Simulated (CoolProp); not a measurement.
Properties of cyclopentane along the isobar 0.101 MPa.

Model: reference Helmholtz-energy equation of state, Gedanitz 2015, in CoolProp.

| T (K) | phase | density (kg/m³) | cp (kJ/(kg K)) | isothermal compressibility (1/MPa) | viscosity (µPa s) | conductivity (mW/(m K)) |
|---|---|---|---|---|---|---|
| 448.4 | gas | 1.923 | 1.932 | 10.02 | 11.2 | 28.5 |
| 456.2 | gas | 1.889 | 1.968 | 10.02 | 11.4 | 29.6 |
| 464 | gas | 1.856 | 2.003 | 10.01 | 11.6 | 30.6 |
| 471.9 | gas | 1.824 | 2.038 | 10.00 | 11.8 | 31.7 |
| 479.7 | gas | 1.793 | 2.073 | 9.998 | 12.0 | 32.8 |
| 487.5 | gas | 1.764 | 2.107 | 9.993 | 12.2 | 33.9 |
| 495.3 | gas | 1.735 | 2.141 | 9.989 | 12.3 | 35.0 |
| 503.1 | gas | 1.708 | 2.174 | 9.984 | 12.5 | 36.1 |
| 510.9 | gas | 1.681 | 2.207 | 9.980 | 12.7 | 37.2 |
| 518.7 | gas | 1.655 | 2.239 | 9.976 | 12.9 | 38.3 |
| 526.6 | gas | 1.629 | 2.272 | 9.972 | 13.1 | 39.4 |
| 534.4 | gas | 1.605 | 2.304 | 9.969 | 13.3 | 40.6 |
| 542.2 | gas | 1.581 | 2.335 | 9.966 | 13.5 | 41.7 |
| 550 | gas | 1.559 | 2.366 | 9.963 | 13.7 | 42.9 |

Viscosity comes from a separate model (Chung 1988), a generic estimate that can be far off for the liquid and wasn't checked against measurements. Thermal conductivity comes from a separate model (Vassiliou 2015).
